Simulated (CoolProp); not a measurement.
Vapour pressure (bar) of R1336mzz(Z): the reference equation beside estimates from Tc = 444.5 K, pc = 29.04 bar, ω = 0.386.

The numbers come from the reference Helmholtz-energy equation of state, McLinden 2020 in CoolProp.

```json
[
 {"T (K)": "348.5", "reference": "3.796", "Lee-Kesler": "3.822", "van der Waals": "10.13", "Redlich-Kwong": "6.176"},
 {"T (K)": "356.3", "reference": "4.667", "Lee-Kesler": "4.700", "van der Waals": "11.23", "Redlich-Kwong": "7.242"},
 {"T (K)": "364.1", "reference": "5.684", "Lee-Kesler": "5.722", "van der Waals": "12.41", "Redlich-Kwong": "8.428"},
 {"T (K)": "371.9", "reference": "6.859", "Lee-Kesler": "6.902", "van der Waals": "13.65", "Redlich-Kwong": "9.740"},
 {"T (K)": "379.7", "reference": "8.210", "Lee-Kesler": "8.255", "van der Waals": "14.97", "Redlich-Kwong": "11.18"},
 {"T (K)": "387.5", "reference": "9.753", "Lee-Kesler": "9.798", "van der Waals": "16.37", "Redlich-Kwong": "12.77"},
 {"T (K)": "395.3", "reference": "11.51", "Lee-Kesler": "11.55", "van der Waals": "17.85", "Redlich-Kwong": "14.49"},
 {"T (K)": "403.1", "reference": "13.49", "Lee-Kesler": "13.53", "van der Waals": "19.40", "Redlich-Kwong": "16.37"},
 {"T (K)": "410.9", "reference": "15.73", "Lee-Kesler": "15.77", "van der Waals": "21.04", "Redlich-Kwong": "18.40"}
]
```

Absolute difference from the reference over all 9 rows, mean and median: Lee-Kesler 0.5 and 0.5 %, van der Waals 89.7 and 82.3 %, Redlich-Kwong 37.7 and 36.2 %.
